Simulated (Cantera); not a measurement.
**Premixed flame**

A freely propagating, adiabatic, planar premixed flame of CH₄ : C₂H₆ : O₂ : N₂ = 1 : 0.31 : 3.96 : 19 (molar parts), equivalence ratio 0.78, unburnt at 325 K and 50000 Pa; mixture-averaged transport, grid criteria slope 0.08 and curve 0.16, no radiation.

Computed with Cantera and GRI-Mech 3.0 (53 species, 325 reactions). Burning velocities carry a grid error of a few per cent, more on coarse grids.

| z (mm) | T (K) | u (m/s) | x CH₄ | x C₂H₆ | x O₂ | x OH | x NO₂ | x CO |
|---|---|---|---|---|---|---|---|---|
| -3.90 | 325 | 0.218 | 0.0412 | 0.0128 | 0.163 | <1e-8 | <1e-8 | 3.52e-6 |
| -2.60 | 328 | 0.220 | 0.0411 | 0.0128 | 0.163 | <1e-8 | <1e-8 | 4.15e-5 |
| -1.95 | 338 | 0.227 | 0.0407 | 0.0127 | 0.162 | <1e-8 | <1e-8 | 0.000211 |
| -1.30 | 411 | 0.277 | 0.0382 | 0.0123 | 0.157 | <1e-8 | 6.29e-8 | 0.00156 |
| -0.650 | 769 | 0.522 | 0.0266 | 0.00859 | 0.128 | 4.66e-6 | 1.67e-7 | 0.00956 |
| -0.325 | 1102 | 0.753 | 0.0154 | 0.00379 | 0.0980 | 6.62e-5 | 3.48e-8 | 0.0183 |
| 0 | 1418 | 0.973 | 0.00371 | 0.000201 | 0.0646 | 0.000969 | <1e-8 | 0.0252 |
| 0.325 | 1539 | 1.05 | 0.000194 | 1.94e-7 | 0.0480 | 0.00267 | <1e-8 | 0.0192 |
| 0.650 | 1586 | 1.08 | 5.83e-6 | <1e-8 | 0.0430 | 0.00327 | <1e-8 | 0.0123 |
| 1.30 | 1642 | 1.11 | <1e-8 | <1e-8 | 0.0397 | 0.00340 | <1e-8 | 0.00646 |
| 2.60 | 1698 | 1.15 | <1e-8 | <1e-8 | 0.0377 | 0.00297 | <1e-8 | 0.00353 |
| 5.20 | 1738 | 1.17 | <1e-8 | <1e-8 | 0.0365 | 0.00218 | <1e-8 | 0.00179 |
| 10.4 | 1760 | 1.19 | <1e-8 | <1e-8 | 0.0359 | 0.00138 | <1e-8 | 0.000705 |
x: mole fraction of selected species; z is measured from the peak of heat release.

```
Quantity                      Value
------------------------  ---------
laminar burning velocity  21.7 cm/s
thermal thickness           1.30 mm
peak x(OH)                  0.00342
peak x(CO)                   0.0252
grid points                     137
```
